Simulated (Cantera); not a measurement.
Input (Python, Cantera) and output of one run.

```python
import numpy as np
import cantera as ct

gas_names = """
    CL CLO CL2 Fe FeCL FeCL2 FeCL3 FeO Fe(OH)2 Fe2CL4 Fe2CL6 H HCL HNO HNO2 HNO3 HOCL HO2 H2 H2O H2O2 N
    NH NH2 NH3 NH2OH NO NO2 NO3 N2 N2H2 N2H4 N2O O OH O2 O3
""".split()
cond_names = """
    Fe(a) Fe(c) Fe(d) Fe(L) FeCL2(s) FeCL2(L) FeCL3(s) FeCL3(L) FeO(s) FeO(L) Fe(OH)2(s) Fe(OH)3(s)
    Fe2O3(s) Fe3O4(s) H2O(s) H2O(L) NH4CL(a) NH4CL(b)
""".split()


def load(file, names, dense=False):
    # The tables refer to 1 bar. Condensed volumes are neglected.
    table = {s.name: s for s in ct.Species.list_from_file(file)}
    out = []
    for n in names:
        d = dict(table[n].input_data)
        d["thermo"] = dict(d["thermo"], **{"reference-pressure": 1e5})
        if dense:
            d["equation-of-state"] = {"model": "constant-volume", "density": "1e6 g/cm^3"}
        out.append(ct.Species.from_dict(d))
    return out


gas = ct.Solution(thermo="ideal-gas", species=load("nasa_gas.yaml", gas_names))
cond = {s.name: ct.Solution(thermo="fixed-stoichiometry", species=[s], name=s.name)
        for s in load("nasa_condensed.yaml", cond_names, dense=True)}
atoms = {
    'Fe3O4': {'Fe': 3, 'O': 4},
    'HCl': {'H': 1, 'CL': 1},
    'N2': {'N': 2},
}
top_T = {'Fe2O3(s)': 1830, 'Fe3O4(s)': 1870}  # K; cautious upper limits of use, not melting points


def equilibrate(T, P, feed):
    n = {}
    for name, mol in feed.items():
        for a, k in atoms[name].items():
            n[a] = n.get(a, 0.0) + k * mol
    gas.TPX = T, P, n
    mass = sum(n.values()) * gas.mean_molecular_weight
    gas.equilibrate("TP")
    valid = [c for c in cond.values() if c.min_temp <= T <= top_T.get(c.name, c.max_temp)]
    mix = ct.Mixture([(gas, mass / gas.mean_molecular_weight)] + [(c, 0.0) for c in valid])
    mix.T, mix.P = T, P
    mix.equilibrate("TP", solver="vcs", rtol=1e-11, max_steps=5000)
    return mix


results = []
feed = {'Fe3O4': 1, 'HCl': 0.027, 'N2': 4.7}  # mol
T = 1598  # K
P = 1333.22  # Pa
mix = equilibrate(T, P, feed)
results.append((T, P, feed, dict(zip(mix.species_names, mix.species_moles))))
print(gas.report(threshold=1e-06))
for i in range(1, mix.n_phases):
    print(f"{mix.phase(i).name:16s} {mix.phase_moles(i):12.5e} mol")
```

It prints:

```
       temperature   1598 K
          pressure   1333.2 Pa
           density   0.0028253 kg/m^3
  mean mol. weight   28.156 kg/kmol
   phase of matter   gas

                          1 kg             1 kmol
                     ---------------   ---------------
          enthalpy        1.4598e+06        4.1102e+07  J
   internal energy        9.8788e+05        2.7815e+07  J
           entropy            9963.5        2.8054e+05  J/K
    Gibbs function       -1.4462e+07       -4.0719e+08  J
 heat capacity c_p            1247.3             35120  J/K
 heat capacity c_v               952             26805  J/K

                      mass frac. Y      mole frac. X     chem. pot. / RT
                     ---------------   ---------------   ---------------
                CL        0.00043822        0.00034806           -25.354
             FeCL2         0.0060168         0.0013366           -63.844
                 H        4.6488e-08        1.2986e-06           -17.425
               HCL         0.0034806         0.0026881            -42.78
                H2        5.6813e-07        7.9347e-06           -34.851
               H2O        0.00095819         0.0014976           -55.553
                NO        5.3076e-05        4.9805e-05           -35.969
                N2           0.98892           0.99395           -30.533
                 O        7.3797e-07        1.2987e-06           -20.702
                OH        5.7627e-06        9.5407e-06           -38.128
                O2        0.00012745        0.00011215           -41.405
     [  +26 minor]        1.8264e-06        5.9402e-07

Fe(c)             0.00000e+00 mol
FeCL2(L)          0.00000e+00 mol
FeCL3(L)          0.00000e+00 mol
FeO(s)            0.00000e+00 mol
Fe2O3(s)          0.00000e+00 mol
Fe3O4(s)          9.97893e-01 mol
```

These are equilibrium values from Cantera (NASA tables, ideal gas, pure condensed phases), not measurements of a reactor.
